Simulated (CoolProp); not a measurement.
Properties of nitrous oxide along the isobar 2.42 bar.

Computed with CoolProp (reference Helmholtz-energy equation of state, Lemmon 2006). It is a short technical equation, of lower accuracy than the large ones.

| T (K) | phase | cv (kJ/(kg K)) | isothermal compressibility (1/MPa) |
|---|---|---|---|
| 219.4 | gas | 0.6231 | … |
| 229.9 | gas | 0.6288 | 4.266 |
| 240.4 | gas | 0.6371 | 4.246 |
| 251 | gas | 0.6466 | 4.230 |
| 261.5 | gas | 0.6567 | 4.218 |
| 272 | gas | 0.6670 | 4.207 |
| 282.6 | gas | 0.6774 | 4.198 |
| 293.1 | gas | 0.6876 | 4.191 |
| 303.6 | gas | … | 4.184 |
| 314.2 | gas | 0.7077 | 4.179 |
| 324.7 | gas | … | 4.174 |
| 335.2 | gas | … | 4.170 |
| 345.8 | gas | 0.7364 | 4.166 |
| 356.3 | gas | 0.7455 | 4.163 |

Fill in the missing entries.


- 219.4, isothermal compressibility (1/MPa): 4.291
- 303.6, cv (kJ/(kg K)): 0.6977
- 324.7, cv (kJ/(kg K)): 0.7174
- 335.2, cv (kJ/(kg K)): 0.7269
